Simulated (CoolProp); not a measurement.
Vapour pressure (MPa) of R1123: the reference equation beside estimates from Tc = 331.7 K, pc = 4.549 MPa, ω = 0.243. Clausius-Clapeyron is anchored at 208.8 K with a constant enthalpy of vaporisation of 18.69 kJ/mol.

Computed with CoolProp (reference Helmholtz-energy equation of state, Akasaka 2020).

| T (K) | reference | Lee-Kesler | Clausius-Clapeyron | van der Waals | Redlich-Kwong | Peng-Robinson |
|---|---|---|---|---|---|---|
| 200.6 | 0.05434 | 0.05347 | 0.05541 | 0.4133 | 0.1011 | 0.05495 |
| 208.8 | 0.08605 | 0.08506 | 0.08605 | 0.5181 | 0.1514 | 0.08645 |
| 217.1 | 0.1315 | 0.1306 | 0.1299 | 0.6411 | 0.2194 | 0.1315 |
| 225.4 | 0.1937 | 0.1932 | 0.1902 | 0.7820 | 0.3078 | 0.1932 |
| 233.6 | 0.2754 | 0.2756 | 0.2699 | 0.9399 | 0.4182 | 0.2743 |
| 241.9 | 0.3827 | 0.3838 | 0.3755 | 1.120 | 0.5564 | 0.3809 |
| 250.2 | 0.5188 | 0.5213 | 0.5111 | 1.320 | 0.7244 | 0.5167 |
| 258.4 | 0.6862 | 0.6901 | 0.6798 | 1.540 | 0.9226 | 0.6841 |
| 266.7 | 0.8939 | 0.8990 | 0.8912 | 1.784 | 1.159 | 0.8923 |
| 275 | 1.145 | 1.151 | 1.149 | 2.052 | 1.433 | 1.145 |
| 283.3 | 1.445 | 1.452 | 1.461 | 2.343 | 1.749 | 1.448 |
| 291.5 | 1.795 | 1.802 | 1.826 | 2.655 | 2.105 | 1.802 |
| 299.8 | 2.210 | 2.217 | 2.261 | 2.996 | 2.511 | 2.222 |

Absolute difference from the reference over all 13 rows, mean and median: Lee-Kesler 0.6 and 0.5 %, Clausius-Clapeyron 1.3 and 1.5 %, van der Waals 222.4 and 154.4 %, Redlich-Kwong 43.5 and 39.6 %, Peng-Robinson 0.4 and 0.4 %.
